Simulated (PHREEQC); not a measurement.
Make-up at 35 °C: 0.049 mol/kgw HF, 0.022 mol/kgw NaF, 0.0068 mol/kgw H2SiF6 and 0.0052 mol/kgw HCl. Closed to the air; pH follows from the charge balance.

All values are PHREEQC results (ion-association model, wateq4f.dat), not measurements.

Each row changes one thing in this solution. Precipitation was switched off in this run.

| case | pH | ionic strength (mol/kgw) | HF (mol/kgw) | F- (mol/kgw) | H2F2 (mol/kgw) | HF2- (mol/kgw) | SI of Halite (NaCl) |
|---|---|---|---|---|---|---|---|
| as made | 2.32 | 0.0343 | 0.0512 | 0.00716 | 0.00477 | 0.00151 | -5.70 |
| temperature from 35 to 90 °C | 2.56 | 0.0319 | 0.0618 | 0.00505 | 0.000746 | 0.00130 | -5.81 |
| H2SiF6 left out | 2.75 | 0.0238 | 0.0428 | 0.0159 | 0.00332 | 0.00279 | -5.68 |
| temperature from 35 to 75 °C | 2.48 | 0.0326 | 0.0599 | 0.00554 | 0.00133 | 0.00145 | -5.78 |
| 0.023 mol/kgw NH4HCO3 added | 2.98 | 0.0528 | 0.0355 | 0.0237 | 0.00230 | 0.00349 | -5.73 |
| H2SiF6 from 0.0068 to 0.00612 mol/kgw | 2.37 | 0.0330 | 0.0505 | 0.00783 | 0.00465 | 0.00163 | -5.70 |
| temperature from 35 to 30 °C | 2.30 | 0.0345 | 0.0498 | 0.00738 | 0.00542 | 0.00147 | -5.69 |

Carbamate, which ammonia and carbonate form, is missing from the database. Constants without temperature data keep their 25 °C values here. SiF6-2 is the database's only silicon fluoride.
